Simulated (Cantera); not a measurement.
**Adiabatic ignition**

An adiabatic, constant-volume homogeneous reactor starts with CH4 : C2H6 : C3H8 : O2 : N2 = 1 : 0.18 : 1.3 : 21.2 : 79.8 (molar parts), at 1400 K and 750 Torr.

Detailed kinetics in Cantera: GRI-Mech 3.0 (53 species, 325 reactions). GRI-Mech 3.0 was tuned for natural gas; its chemistry of propane as a main component is partial and can be far from experiment.

```tsv
t (s)	T (K)	P (bar)	x CH4	x C2H6	x C3H8	x CH3	x H2O	x CH2	x O2
5.00e-6	1400	1.000	0.00966	0.00174	0.0125	4.22e-5	5.19e-6	4.63e-10	0.205
1.18e-5	1399	0.999	0.00966	0.00173	0.0124	0.000113	2.59e-5	2.43e-9	0.205
2.77e-5	1398	0.999	0.00963	0.00172	0.0122	0.000286	0.000148	1.66e-8	0.205
6.52e-5	1399	1.00	0.00954	0.00178	0.0112	0.000543	0.000818	6.07e-8	0.204
0.000153	1429	1.03	0.00892	0.00181	0.00666	0.000803	0.00565	4.94e-7	0.198
0.000361	2419	1.77	<1e-12	<1e-12	<1e-12	<1e-12	0.0661	<1e-12	0.112
0.000850	2477	1.80	<1e-12	<1e-12	<1e-12	<1e-12	0.0682	<1e-12	0.113
0.00200	2474	1.80	<1e-12	<1e-12	<1e-12	<1e-12	0.0682	<1e-12	0.112
0.00471	2469	1.80	<1e-12	<1e-12	<1e-12	<1e-12	0.0683	<1e-12	0.111
0.0111	2461	1.79	<1e-12	<1e-12	<1e-12	<1e-12	0.0685	<1e-12	0.109
0.0261	2452	1.78	<1e-12	<1e-12	<1e-12	<1e-12	0.0687	<1e-12	0.107
0.0614	2449	1.78	<1e-12	<1e-12	<1e-12	<1e-12	0.0687	<1e-12	0.106
0.144	2449	1.78	<1e-12	<1e-12	<1e-12	<1e-12	0.0687	<1e-12	0.106
0.340	2449	1.78	<1e-12	<1e-12	<1e-12	<1e-12	0.0687	<1e-12	0.106
0.800	2449	1.78	<1e-12	<1e-12	<1e-12	<1e-12	0.0687	<1e-12	0.106
```
x: mole fraction; the columns are a selection and need not sum to one.

```
Quantity                                                          Result
---------------------------------  -------------------------------------
time of steepest temperature rise                               0.200 ms
temperature at 0.800 s                                            2449 K
equilibrium temperature                                           2449 K
x(CH4) at 0.800 s                  <1e-12 (gas-phase equilibrium <1e-12)
x(C2H6) at 0.800 s                 <1e-12 (gas-phase equilibrium <1e-12)
x(C3H8) at 0.800 s                 <1e-12 (gas-phase equilibrium <1e-12)
```
